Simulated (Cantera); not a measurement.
An adiabatic, constant-pressure homogeneous reactor starts with 16.6 % CH4, 5.49 % CO, 16.4 % O2, 61.5 % N2, at 1200 K and 12.8 atm.

Detailed kinetics in Cantera: GRI-Mech 3.0 (53 species, 325 reactions). The pressure lies above the range GRI-Mech 3.0 was tuned for (to about 10 atm).

**Question.** Predict: time of steepest temperature rise; temperature at 3.00 s; equilibrium temperature; x(CH4) at 3.00 s; x(CO) at 3.00 s; x(O2) at 3.00 s; x(HCN) at 3.00 s; x(H) at 3.00 s; x(CH2O) at 3.00 s.

**Answer.** 
```json
{
  "time_of_steepest_temperature_rise": "9.57 ms",
  "temperature at 3.00 s": "2226 K",
  "equilibrium_temperature": "2226 K",
  "x(CH4) at 3.00 s": "1.33e-8 (gas-phase equilibrium 1.48e-8)",
  "x(CO) at 3.00 s": "0.168 (gas-phase equilibrium 0.168)",
  "x(O2) at 3.00 s": "6.70e-8 (gas-phase equilibrium 6.70e-8)",
  "x(HCN) at 3.00 s": "2.00e-6 (gas-phase equilibrium 2.00e-6)",
  "x(H) at 3.00 s": "0.000748 (gas-phase equilibrium 0.000748)",
  "x(CH2O) at 3.00 s": "1.47e-7 (gas-phase equilibrium 1.47e-7)"
}
```
